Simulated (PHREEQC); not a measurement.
# Acid rinse or clean: speciation

A solution holds 17 mmol/kgw H2SO4, 31 mmol/kgw AlCl3 and 11 mmol/kgw KCl, at 80 °C. Closed to the air; pH follows from the charge balance.

Model: ion-association model, phreeqc.dat, run in PHREEQC.

```yaml
pH: 1.65
ionic_strength: 0.180 mol/kgw
density: 0.977 g/cm³
total_alkalinity: -34.0 meq/kg
```

| species | molality | activity | log γ |
|---|---|---|---|
| Cl- | 0.104 | 0.0726 | -0.156 |
| H+ | 0.0283 | 0.0222 | -0.106 |
| Al+3 | 0.0215 | 0.00241 | -0.952 |
| K+ | 0.0109 | 0.00758 | -0.159 |
| AlSO4+ | 0.00908 | 0.00647 | -0.147 |
| HSO4- | 0.00567 | 0.00411 | -0.139 |
| SO4-2 | 0.00173 | 0.000465 | -0.572 |
| Al(SO4)2- | 0.000166 | 0.000118 | -0.147 |
| AlHSO4+2 | 0.000103 | 2.86e-5 | -0.557 |

No solid was allowed to form. Constants without temperature data keep their 25 °C values here.
